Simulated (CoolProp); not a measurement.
Properties of CH2F2 (R32) at several states (Tc = 351.3 K, pc = 57.83 bar, ω = 0.277).

Model: reference Helmholtz-energy equation of state, Tillner-Roth 1997, in CoolProp.

```csv
T (K),p (bar),phase,cp (kJ/(kg K)),cv (kJ/(kg K)),Joule-Thomson coefficient (K/MPa)
400.5,0.249,gas,0.9893,0.8286,9.943
383.9,0.648,gas,0.9653,0.8028,11.29
286.1,25.5,liquid,1.802,0.9454,0.03776
212.8,6.68,liquid,1.574,0.9464,-0.2760
```
